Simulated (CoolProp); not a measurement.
Vapour pressure (bar) of R1233zd(E): the reference equation beside estimates from Tc = 438.9 K, pc = 35.83 bar, ω = 0.304.

Computed with CoolProp (reference Helmholtz-energy equation of state, Akasaka 2022).

```csv
T (K),reference,Lee-Kesler,van der Waals,Redlich-Kwong,Soave-Redlich-Kwong
243.5,0.1093,0.1043,1.951,0.3069,0.1062
252.6,0.1805,0.1738,2.438,0.4677,0.1762
261.6,0.2848,0.2763,2.997,0.6847,0.2790
270.6,0.4333,0.4235,3.637,0.9715,0.4262
279.7,0.6413,0.6311,4.372,1.346,0.6333
288.7,0.9185,0.9092,5.191,1.813,0.9105
297.7,1.283,1.276,6.106,2.389,1.276
306.8,1.757,1.755,7.134,3.098,1.754
315.8,2.349,2.355,8.256,3.938,2.353
324.8,3.085,3.100,9.486,4.928,3.100
333.9,3.997,4.021,10.84,6.097,4.026
```

Absolute difference from the reference over all 11 rows, mean and median: Lee-Kesler 1.6 and 1.0 %, van der Waals 635.1 and 465.2 %, Redlich-Kwong 104.9 and 97.4 %, Soave-Redlich-Kwong 1.2 and 0.9 %.
